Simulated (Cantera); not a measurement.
An adiabatic, constant-volume homogeneous reactor starts with H₂ : O₂ : N₂ = 1 : 0.746 : 2.81 (molar parts), at 1275 K and 0.880 bar. Integrator tolerance rtol = 1e-08.

Model: the H2/O2 subset of GRI-Mech 3.0, which has no nitrogen chemistry, integrated in Cantera.

### Question
What does this change do: pressure from 0.880 bar to 10.0 bar?

### Answer
```tsv
quantity	before	after
time of steepest temperature rise	35.3 µs	6.85 µs
temperature at 3.00 s	2783 K	2937 K
equilibrium temperature	2783 K	2937 K
x(H₂) at 3.00 s	0.0137 (gas-phase equilibrium 0.0137)	0.00749 (gas-phase equilibrium 0.00749)
x(O₂) at 3.00 s	0.0560 (gas-phase equilibrium 0.0560)	0.0560 (gas-phase equilibrium 0.0560)
x(HO₂) at 3.00 s	1.71e-5 (gas-phase equilibrium 1.71e-5)	4.45e-5 (gas-phase equilibrium 4.45e-5)
x(O) at 3.00 s	0.00913 (gas-phase equilibrium 0.00913)	0.00473 (gas-phase equilibrium 0.00473)
x(H) at 3.00 s	0.00686 (gas-phase equilibrium 0.00686)	0.00248 (gas-phase equilibrium 0.00248)
```
The hydrogen kinetics of GRI-Mech 3.0 are dated; newer H2 mechanisms differ, most at raised pressure.

### Question
What does this change do: pressure from 0.880 bar to 29.0 bar?

### Answer
```json
[
 {"quantity": "time of steepest temperature rise", "before": "35.3 µs", "after": "34.6 µs"},
 {"quantity": "temperature at 3.00 s", "before": "2783 K", "after": "2988 K"},
 {"quantity": "equilibrium temperature", "before": "2783 K", "after": "2988 K"},
 {"quantity": "x(H₂) at 3.00 s", "before": "0.0137 (gas-phase equilibrium 0.0137)", "after": "0.00533 (gas-phase equilibrium 0.00533)"},
 {"quantity": "x(O₂) at 3.00 s", "before": "0.0560 (gas-phase equilibrium 0.0560)", "after": "0.0563 (gas-phase equilibrium 0.0563)"},
 {"quantity": "x(HO₂) at 3.00 s", "before": "1.71e-5 (gas-phase equilibrium 1.71e-5)", "after": "6.52e-5 (gas-phase equilibrium 6.52e-5)"},
 {"quantity": "x(O) at 3.00 s", "before": "0.00913 (gas-phase equilibrium 0.00913)", "after": "0.00332 (gas-phase equilibrium 0.00332)"},
 {"quantity": "x(H) at 3.00 s", "before": "0.00686 (gas-phase equilibrium 0.00686)", "after": "0.00143 (gas-phase equilibrium 0.00143)"}
]
```
The hydrogen kinetics of GRI-Mech 3.0 are dated; newer H2 mechanisms differ, most at raised pressure. The pressure lies above the range GRI-Mech 3.0 was tuned for (to about 10 atm).
